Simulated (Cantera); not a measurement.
Feed: 1 mol CH₃OH, 0.23 mol CO₂, 8.8 mol N₂, equilibrated at 0.0740 bar.

Cantera equilibrium calculation (NASA polynomials, part measured and part estimated; ideal gas, pure solids and liquids). Candidate condensed phases: C, C₆H₆, C₇H₈, C₈H₁₈, H₂O; 136 gas species. Kinetics and transport are ignored. All values below are at 1498 K.

Base state: N₂ 0.731, H₂ 0.151, CO 0.0984, H₂O 0.0153, CO₂ 0.00386, H 2.45e-5 (mole fractions); condensed: gas only.

**Question.** What changes in the equilibrium state with this change: CH₃OH replaced by C₃H₈?

**Answer.** 
```json
[
 {"species": "N₂", "before": "0.731", "after": "0.663"},
 {"species": "H₂", "before": "0.151", "after": "0.301"},
 {"species": "CO", "before": "0.0984", "after": "0.0347"},
 {"species": "H₂O", "before": "0.0153", "after": "1.35e-6"},
 {"species": "CO₂", "before": "0.00386", "after": "6.02e-8"},
 {"species": "CH₄", "before": "<1e-9", "after": "1.74e-5"},
 {"species": "HCN", "before": "4.35e-8", "after": "0.000466"},
 {"species": "H", "before": "2.45e-5", "after": "3.47e-5"},
 {"species": "C(graphite), mol", "before": "0", "after": "2.76"}
]
```
